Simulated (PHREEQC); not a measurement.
**Ultrapure water in contact with air or piping**

Model water analysis in mg/L, 20 °C, pH 6.76, pe -0.9:

```tsv
constituent	mg/L
Na	0.00834
K	0.197
Ca	0.179
Mg	0.145
Cl	0.374
S(6) as SO4	0.393
Alkalinity as HCO3	0.492
F	0.000672
```

Valence states are taken as typed.

Computed with PHREEQC (ion-association model, phreeqc.dat).

This is a speciation only: nothing precipitates in the calculation.

**Question.** What charge-balance error does the model give?

**Answer.** charge-balance error -1.1 %.

**Question.** In which forms is C present?

**Answer.** HCO3- 71 %, CO2 29 % of the C.

Species that the database lacks are ignored.
